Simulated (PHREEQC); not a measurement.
## Brine: speciation

Solution (88 °C): 0.14 mol/kgw Na2CO3, 0.082 mol/kgw NaHCO3 and 6.3e-05 mol/kgw LiCl. Closed to the air; pH follows from the charge balance.

All values are PHREEQC results (ion-association model, wateq4f.dat), not measurements.

Each row changes one thing in this solution. Precipitation was switched off in this run.

```json
[
 {"case": "as made", "pH": "8.75", "ionic strength (mol/kgw)": "0.235", "Na+ (mol/kgw)": "0.226", "NaCO3- (mol/kgw)": "0.131", "HCO3- (mol/kgw)": "0.0772", "CO3-2 (mol/kgw)": "0.00899", "SI of Nahcolite (NaHCO3)": "-1.99", "SI of Natron (Na2CO3:10H2O)": "-4.97"},
 {"case": "temperature from 88 to 80 °C", "pH": "___", "ionic strength (mol/kgw)": "0.240", "Na+ (mol/kgw)": "0.229", "NaCO3- (mol/kgw)": "0.129", "HCO3- (mol/kgw)": "0.0772", "CO3-2 (mol/kgw)": "0.0114", "SI of Nahcolite (NaHCO3)": "-1.93", "SI of Natron (Na2CO3:10H2O)": "-4.64"},
 {"case": "temperature from 88 to 5 °C", "pH": "10.20", "ionic strength (mol/kgw)": "0.402", "Na+ (mol/kgw)": "0.309", "NaCO3- (mol/kgw)": "0.0470", "HCO3- (mol/kgw)": "0.0759", "CO3-2 (mol/kgw)": "0.0930", "SI of Nahcolite (NaHCO3)": "-1.18", "SI of Natron (Na2CO3:10H2O)": "-0.83"},
 {"case": "LiCl from 6.3e-05 to 6.93e-05 mol/kgw", "pH": "8.75", "ionic strength (mol/kgw)": "0.235", "Na+ (mol/kgw)": "0.226", "NaCO3- (mol/kgw)": "0.131", "HCO3- (mol/kgw)": "0.0772", "CO3-2 (mol/kgw)": "0.00899", "SI of Nahcolite (NaHCO3)": "-1.99", "SI of Natron (Na2CO3:10H2O)": "-4.97"},
 {"case": "Na2CO3 from 0.14 to 0.126 mol/kgw", "pH": "8.73", "ionic strength (mol/kgw)": "0.221", "Na+ (mol/kgw)": "0.212", "NaCO3- (mol/kgw)": "0.117", "HCO3- (mol/kgw)": "0.0774", "CO3-2 (mol/kgw)": "0.00842", "SI of Nahcolite (NaHCO3)": "-2.01", "SI of Natron (Na2CO3:10H2O)": "-5.04"},
 {"case": "Na2CO3 left out", "pH": "7.57", "ionic strength (mol/kgw)": "___", "Na+ (mol/kgw)": "0.0770", "NaCO3- (mol/kgw)": "0.00308", "HCO3- (mol/kgw)": "0.0731", "CO3-2 (mol/kgw)": "0.000423", "SI of Nahcolite (NaHCO3)": "-2.40", "SI of Natron (Na2CO3:10H2O)": "___"},
 {"case": "NaHCO3 from 0.082 to 0.164 mol/kgw", "pH": "8.35", "ionic strength (mol/kgw)": "0.307", "Na+ (mol/kgw)": "0.299", "NaCO3- (mol/kgw)": "0.133", "HCO3- (mol/kgw)": "0.151", "CO3-2 (mol/kgw)": "0.00759", "SI of Nahcolite (NaHCO3)": "-1.59", "SI of Natron (Na2CO3:10H2O)": "-4.88"},
 {"case": "0.022 mol/kgw NaF added", "pH": "8.72", "ionic strength (mol/kgw)": "0.255", "Na+ (mol/kgw)": "0.246", "NaCO3- (mol/kgw)": "0.131", "HCO3- (mol/kgw)": "0.0769", "CO3-2 (mol/kgw)": "0.00853", "SI of Nahcolite (NaHCO3)": "-1.96", "SI of Natron (Na2CO3:10H2O)": "-4.95"}
]
```

Problem. Complete the blanks.

Solution. 
- temperature from 88 to 80 °C, pH: 8.85
- Na2CO3 left out, ionic strength (mol/kgw): 0.0775
- Na2CO3 left out, SI of Natron (Na2CO3:10H2O): -6.97

At this temperature some constants are extrapolated from 25 °C, and those without enthalpy data are left unchanged.
